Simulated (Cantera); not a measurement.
A closed system holds: 1 mol SiO2, 0.99 mol N2, 0.078 mol C, held at 2575 K.

These are equilibrium values from Cantera (NASA tables, ideal gas, pure condensed phases), not measurements of a reactor. Candidate condensed phases: C, Si, SiC, SiO2, Si2N2O, Si3N4; 34 gas species. The tables hold silica as quartz up to 1696 K and as liquid above; real silica turns to tridymite and cristobalite and melts near 1996 K. The numbers say what is thermodynamically allowed, not how fast it happens.

Problem. What share of the Si ends up in condensed phases as a function of P (Pa), at 1, 7.20, 52, 370, 2700, 19000, 140000, 1000000?

Solution. 
```json
[
 {"P (Pa)": "1", "Si condensed (%)": "0.0", "as": "-"},
 {"P (Pa)": "7.20", "Si condensed (%)": "0.0", "as": "-"},
 {"P (Pa)": "52", "Si condensed (%)": "0.0", "as": "-"},
 {"P (Pa)": "370", "Si condensed (%)": "0.0", "as": "-"},
 {"P (Pa)": "2700", "Si condensed (%)": "4.7", "as": "SiO2(l)"},
 {"P (Pa)": "19000", "Si condensed (%)": "87.1", "as": "SiO2(l)"},
 {"P (Pa)": "140000", "Si condensed (%)": "91.4", "as": "SiO2(l)"},
 {"P (Pa)": "1000000", "Si condensed (%)": "92.1", "as": "SiO2(l)"}
]
```
